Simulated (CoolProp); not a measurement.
A single-stage vapour-compression cycle with propane: evaporating at 197.15 K (dew point), condensing at 236.15 K (bubble point), superheat 0 K, subcooling 2 K, compressor efficiency 0.6, no pressure losses. Each further row changes one setting.

Computed with CoolProp (reference Helmholtz-energy equation of state, Lemmon 2009).

```csv
case,cooling COP,pressure ratio,discharge temperature (K),refrigerating effect (kJ/kg),volumetric capacity (kJ/m³)
as stated,2.67,7.47,296.6,378,174
evaporating temperature 202.15 K,3.20,5.49,287.1,384,235
condensing temperature 231.15 K,3.12,6.02,285.9,389,179
subcooling 7 K,2.75,7.47,296.6,389,179
superheat 10 K,2.63,7.47,308.2,391,171
compressor efficiency 0.5,2.22,7.47,313.1,378,174
```
